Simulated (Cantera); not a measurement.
Input (Python, Cantera):

```python
import numpy as np
import cantera as ct

gas = ct.Solution("gri30.yaml")
gas.TPX = 2050, 190000, {'NO': 1, 'N2': 0.5}
reactor = ct.IdealGasConstPressureReactor(gas, energy="off", clone=False)
net = ct.ReactorNet([reactor])
net.rtol, net.atol = 1e-08, 1e-18
show = ['NO', 'N2O', 'O2', 'N2', 'NO2', 'O']
times = np.geomspace(7e-06, 200, 9)

steps = ct.SolutionArray(gas, extra=["t"])
rows = []
print(f"{'t/s':>10s}{'T/K':>9s}{'P/Pa':>11s}" + "".join(f"{s:>11s}" for s in show))
for t in times:
    while net.time < t:
        t_next = net.step()
        steps.append(gas.state, t=t_next)
    rows.append([np.interp(t, steps.t, y) for y in (steps.T, steps.P, *steps(*show).X.T)])
    print(f"{t:10.3e}{rows[-1][0]:9.1f}{rows[-1][1]:11.4g}" + "".join(f"{x:11.3e}" for x in rows[-1][2:]))
rate = np.gradient(steps.T, steps.t)
print("integrator steps:", len(steps.t))
if steps.T.max() > steps.T[0] + 200:
    print(f"time of steepest temperature rise: {steps.t[rate.argmax()]:.4e} s")
gas.TPX = 2050, 190000, {'NO': 1, 'N2': 0.5}
gas.equilibrate("TP")
print(f"equilibrium (TP): T = {gas.T:.1f} K  " + "  ".join(f"{s} {gas[s].X[0]:.3e}" for s in show))
```

It prints:

```
       t/s      T/K       P/Pa         NO        N2O         O2         N2        NO2          O
 7.000e-06   2050.0    1.9e+05  6.666e-01  9.581e-06  6.094e-08  3.333e-01  4.083e-06  5.901e-06
 5.985e-05   2050.0    1.9e+05  6.665e-01  7.013e-05  3.551e-06  3.334e-01  7.059e-05  2.333e-05
 5.118e-04   2050.0    1.9e+05  6.649e-01  2.150e-04  4.615e-04  3.340e-01  3.417e-04  8.370e-05
 4.376e-03   2050.0    1.9e+05  6.528e-01  2.145e-04  6.472e-03  3.400e-01  4.149e-04  1.016e-04
 3.742e-02   2050.0    1.9e+05  5.575e-01  1.522e-04  5.387e-02  3.877e-01  6.642e-04  1.831e-04
 3.199e-01   2050.0    1.9e+05  1.849e-01  1.632e-05  2.403e-01  5.740e-01  4.345e-04  3.514e-04
 2.736e+00   2050.0    1.9e+05  1.252e-02  7.352e-07  3.268e-01  6.603e-01  3.415e-05  4.060e-04
 2.339e+01   2050.0    1.9e+05  1.007e-02  7.124e-07  3.280e-01  6.615e-01  2.752e-05  4.067e-04
 2.000e+02   2050.0    1.9e+05  1.007e-02  7.124e-07  3.280e-01  6.615e-01  2.752e-05  4.067e-04
integrator steps: 1236
equilibrium (TP): T = 2050.0 K  NO 1.007e-02  N2O 7.124e-07  O2 3.280e-01  N2 6.615e-01  NO2 2.752e-05  O 4.067e-04
```

Model: GRI-Mech 3.0 (53 species, 325 reactions), integrated in Cantera.
